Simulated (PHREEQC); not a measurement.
0.025 g of hydrous ferric oxide (600 m²/g; 0.2 weak and 0.005 strong sites per Fe, Dzombak-Morel constants, diffuse double layer) in 1 kg of water with 0.05 mol/kgw of an inert sodium salt and 6.2e-05 mmol/kgw ZnSO4 and 0.0069 mmol/kgw MnCl2, at 25 °C; the pH is set by adding NaOH or the inert anion's acid. No oxygen is let in. CO2 from the air is kept out. No solid was allowed to form.

Base run: PHREEQC, ion-association model, wateq4f.dat. Each further column changes one thing. The table gives Zn sorbed (%).

| pH | base | no electrostatic term (-no_edl) | background salt from 0.05 to 0.005 mol/kgw | oxide from 0.025 to 0.12 g/kgw |
|---|---|---|---|---|
| 4 | 0.0 | 0.0 | 0.0 | 0.0 |
| 5.12 | 0.3 | 0.6 | 0.3 | 1.4 |
| 5.88 | 5.7 | 15.8 | 5.4 | 22.3 |
| 7 | 74.4 | 84.7 | 76.3 | 94.4 |
| 8.12 | 96.3 | 97.0 | 97.1 | 99.8 |
| 8.88 | 99.0 | 96.3 | 99.1 | 100.0 |
| 10 | 98.5 | 28.0 | 99.1 | 100.0 |
